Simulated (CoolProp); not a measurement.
Computed with CoolProp (reference Helmholtz-energy equation of state, Lemmon 2013).

**Question.** Give the vapour pressure (bar), vapour density (kg/m³), enthalpy of vaporisation (kJ/kg), liquid viscosity (µPa s) of saturated propylene at 312.2 K.

**Answer.** 
```tsv
T (K)	p (bar)	vapour density (kg/m³)	enthalpy of vaporisation (kJ/kg)	liquid viscosity (µPa s)
312.2	16.1	34.8	306	83.0
```

Viscosity comes from a separate model (Huber 2003), an estimate that may be off by 10 % or more.
